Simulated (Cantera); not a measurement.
A Cantera script and its output.

```python
import numpy as np
import cantera as ct

gas = ct.Solution("gri30.yaml")
gas.TPX = 2023, 340000, {'CH4': 1, 'H2O': 2.4}
reactor = ct.IdealGasConstPressureReactor(gas, energy="off", clone=False)
net = ct.ReactorNet([reactor])
net.rtol, net.atol = 1e-08, 1e-18
show = ['CH4', 'H2O', 'C2H2', 'CH2CO', 'C2H', 'H']
times = np.geomspace(0.001, 60, 12)

steps = ct.SolutionArray(gas, extra=["t"])
rows = []
print(f"{'t/s':>10s}{'T/K':>9s}{'P/Pa':>11s}" + "".join(f"{s:>11s}" for s in show))
for t in times:
    while net.time < t:
        t_next = net.step()
        steps.append(gas.state, t=t_next)
    rows.append([np.interp(t, steps.t, y) for y in (steps.T, steps.P, *steps(*show).X.T)])
    print(f"{t:10.3e}{rows[-1][0]:9.1f}{rows[-1][1]:11.4g}" + "".join(f"{x:11.3e}" for x in rows[-1][2:]))
rate = np.gradient(steps.T, steps.t)
print("integrator steps:", len(steps.t))
if steps.T.max() > steps.T[0] + 200:
    print(f"time of steepest temperature rise: {steps.t[rate.argmax()]:.4e} s")
gas.TPX = 2023, 340000, {'CH4': 1, 'H2O': 2.4}
gas.equilibrate("TP")
print(f"equilibrium (TP): T = {gas.T:.1f} K  " + "  ".join(f"{s} {gas[s].X[0]:.3e}" for s in show))
```

Output:

```
       t/s      T/K       P/Pa        CH4        H2O       C2H2      CH2CO        C2H          H
 1.000e-03   2023.0    3.4e+05  2.117e-02  4.483e-01  6.534e-02  1.176e-04  2.262e-06  6.872e-04
 2.719e-03   2023.0    3.4e+05  1.562e-02  3.686e-01  3.945e-02  5.679e-05  1.246e-06  7.283e-04
 7.392e-03   2023.0    3.4e+05  9.153e-03  2.942e-01  1.462e-02  1.705e-05  4.267e-07  7.606e-04
 2.010e-02   2023.0    3.4e+05  2.812e-03  2.520e-01  1.685e-03  1.909e-06  4.695e-08  7.764e-04
 5.464e-02   2023.0    3.4e+05  6.836e-05  2.437e-01  2.499e-06  1.058e-08  6.911e-11  7.816e-04
 1.486e-01   2023.0    3.4e+05  5.477e-08  2.436e-01  9.109e-12  6.841e-12  2.525e-16  7.837e-04
 4.039e-01   2023.0    3.4e+05  5.437e-08  2.436e-01  8.970e-12  6.791e-12  2.487e-16  7.837e-04
 1.098e+00   2023.0    3.4e+05  5.437e-08  2.436e-01  8.970e-12  6.791e-12  2.487e-16  7.837e-04
 2.986e+00   2023.0    3.4e+05  5.437e-08  2.436e-01  8.970e-12  6.791e-12  2.487e-16  7.837e-04
 8.117e+00   2023.0    3.4e+05  5.437e-08  2.436e-01  8.970e-12  6.791e-12  2.487e-16  7.837e-04
 2.207e+01   2023.0    3.4e+05  5.437e-08  2.436e-01  8.970e-12  6.791e-12  2.487e-16  7.837e-04
 6.000e+01   2023.0    3.4e+05  5.437e-08  2.436e-01  8.970e-12  6.791e-12  2.487e-16  7.837e-04
integrator steps: 1892
equilibrium (TP): T = 2023.0 K  CH4 6.284e-08  H2O 2.436e-01  C2H2 1.040e-11  CH2CO 7.840e-12  C2H 2.882e-16  H 7.837e-04
```

Cantera simulation using GRI-Mech 3.0 (53 species, 325 reactions); the numbers are that mechanism's predictions, not measurements.
